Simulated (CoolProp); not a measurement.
A single-stage vapour-compression cycle with R1224YDZ: evaporating at 278.15 K (dew point), condensing at 330.15 K (bubble point), superheat 0 K, subcooling 0 K, compressor efficiency 0.85, no pressure losses. Each further row changes one setting.

Computed with CoolProp (reference Helmholtz-energy equation of state, Akasaka 2023).

| case | cooling COP | pressure ratio | discharge temperature (K) | refrigerating effect (kJ/kg) | volumetric capacity (kJ/m³) |
|---|---|---|---|---|---|
| as stated | 3.50 | 5.93 | 330.2 | 113 | 517 |
| evaporating temperature 283.15 K | … | 4.83 | 330.2 | 117 | 644 |
| condensing temperature 325.15 K | 4.01 | 5.14 | 325.1 | 120 | 544 |
| subcooling 5 K | 3.69 | 5.93 | 330.2 | 120 | 544 |
| superheat 10 K | … | 5.93 | 338.6 | … | 529 |
| compressor efficiency 0.75 | 3.09 | 5.93 | 333.3 | 113 | 517 |

### Question
What belongs in the gaps?

### Answer

- evaporating temperature 283.15 K, cooling COP: 4.05
- superheat 10 K, cooling COP: 3.57
- superheat 10 K, refrigerating effect (kJ/kg): 121

The compression ends wet for: as stated; evaporating temperature 283.15 K; condensing temperature 325.15 K; subcooling 5 K.
